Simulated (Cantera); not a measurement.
**Pb + CO + N2 (iron carbonyl, mercury and lead vapours)**

Charge: 1 mol Pb, 4.5 mol CO, 68 mol N2.

These are equilibrium values from Cantera (NASA tables, ideal gas, pure condensed phases), not measurements of a reactor. Candidate condensed phases: C, Pb, PbO, PbO2, Pb3O4; 27 gas species. Kinetics and transport are ignored.

Question: Map the stable condensed phases over T = 1173, 1223, 1273, 1323, 1373, 1423, 1473, 1523, 1573 K and P in Pa = 10, 42, 180, 750, 3200, 13000, 56000, 240000, 1000000.

Answer: 
```
T in K \ P in Pa
              10      42     180     750    3200   13000   56000  240000 1000000
   1573        A       A       A       A       A       A       A       A       B
   1523        A       A       A       A       A       A       A       C       B
   1473        A       A       A       A       A       A       A       B       B
   1423        A       A       A       A       A       A       A       B       B
   1373        A       A       A       A       A       A       C       B       B
   1323        A       A       A       A       A       A       B       B       B
   1273        A       A       A       A       A       A       B       B       B
   1223        A       A       A       A       A       B       B       B       B
   1173        A       A       A       A       C       B       B       B       B
```
A: gas only; B: C + Pb; C: Pb.
